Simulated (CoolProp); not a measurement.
cis-2-butene along the isotherm 251.85 °C: fugacity coefficient from the reference equation and from simpler models built on Tc = 162.6 °C, pc = 42.36 bar, ω = 0.202; each cubic takes its own stable root.

Computed with CoolProp (reference Helmholtz-energy equation of state, Lemmon 2005). It is a short technical equation, of lower accuracy than the large ones.

```csv
p (bar),phase,reference
53,supercritical,0.7825
106,supercritical,0.6125
159,supercritical,0.5144
212,supercritical,0.4650
265,supercritical,0.4405
318,supercritical,0.4302
371,supercritical,0.4290
424,supercritical,0.4345
```

Problem. How far does each simpler model (van der Waals, Soave-Redlich-Kwong) lie from the reference over these 8 states: mean and median of the absolute difference, and the worst?

Solution. 
- van der Waals: mean 6.8 %, median 4.7 %, worst +17.9 % at 251.85 °C and 424 bar
- Soave-Redlich-Kwong: mean 9.0 %, median 10.2 %, worst +13.7 % at 251.85 °C and 424 bar
